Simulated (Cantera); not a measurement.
Input: 1 mol CsCl, 0.081 mol O2, 0.79 mol N2, 0.051 mol HCl, at 120 Torr.

These are equilibrium values from Cantera (NASA tables, ideal gas, pure condensed phases), not measurements of a reactor. Candidate condensed phases: Cs, CsCl, CsOH, H2O, NH4Cl; 37 gas species. Rates play no part. All values below are at 1375 °C.

Base state: CsCl 0.507, N2 0.414, O2 0.0405, HCl 0.0207, Cs2Cl2 0.00833, Cl 0.00555, H2O 0.00298, NO 0.000753 (mole fractions); condensed: gas only.

### Question
What changes in the equilibrium state with this change: CsCl replaced by MgCl2?

### Answer
```json
[
 {"species": "MgCl2", "before": "0", "after": "0.462"},
 {"species": "N2", "before": "0.414", "after": "0.410"},
 {"species": "Cl", "before": "0.00555", "after": "0.0604"},
 {"species": "CsCl", "before": "0.507", "after": "0"},
 {"species": "Cl2", "before": "0.000235", "after": "0.0278"},
 {"species": "O2", "before": "0.0405", "after": "0.0128"},
 {"species": "HCl", "before": "0.0207", "after": "0.0265"},
 {"species": "Cs2Cl2", "before": "0.00833", "after": "0"},
 {"species": "H2O", "before": "0.00298", "after": "2.31e-5"},
 {"species": "OH", "before": "4.57e-5", "after": "3.02e-6"},
 {"species": "ClO", "before": "9.24e-6", "after": "5.66e-5"},
 {"species": "NO", "before": "0.000753", "after": "0.000422"},
 {"species": "MgO(s), mol", "before": "0", "after": "0.112"}
]
```
Further candidate phases: Mg, MgCl2, MgO, Mg(OH)2.
